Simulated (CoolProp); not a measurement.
Saturation properties of R1336mzz(E).

Values from CoolProp's reference Helmholtz-energy equation of state, Akasaka 2023.

| T (K) | p (bar) | vapour density (kg/m³) | liquid cp (kJ/(kg K)) |
|---|---|---|---|
| 314.2 | 3.287 | 23.30 | 1.270 |
| 320.2 | 3.945 | 27.93 | 1.282 |
| 326.2 | 4.698 | 33.31 | 1.295 |
| 332.2 | 5.556 | 39.55 | 1.311 |
| 338.2 | 6.528 | 46.78 | 1.329 |
| 344.2 | 7.622 | 55.16 | 1.350 |
| 350.2 | 8.850 | 64.89 | 1.375 |
| 356.2 | 10.22 | 76.24 | 1.405 |
| 362.2 | 11.75 | 89.55 | 1.443 |
| 368.2 | 13.44 | 105.3 | 1.493 |
| 374.2 | 15.32 | 124.2 | 1.560 |
| 380.2 | 17.39 | 147.3 | 1.659 |
| 386.2 | 19.67 | 176.5 | 1.822 |
| 392.3 | 22.24 | 216.5 | 2.165 |

It boils at 281.0 K under 1 atm.
